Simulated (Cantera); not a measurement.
An isothermal, constant-pressure homogeneous reactor starts with N₂O : O₂ = 1 : 1.2 (molar parts), at 1450 K and 0.370 bar.

Computed with Cantera and GRI-Mech 3.0 (53 species, 325 reactions). GRI-Mech 3.0 was tuned for natural gas; its chemistry of N2O as a main component is partial and can be far from experiment. The temperature is held fixed by assumption; the heat of reaction is taken as removed at once.

One state of this run: x N₂O = 1.55e-6; x O₂ = 0.593; x NO₂ = 0.000459; x O = 2.56e-6; x N₂ = 0.334; x NO = 0.0719. x: mole fraction; the columns are a selection and need not sum to one.

### Question
Which value of t (s) does it belong to?
(A) 0.00397
(B) 6.00e-6
(C) 22.9
(D) 5.23e-5

### Answer
C, 22.9
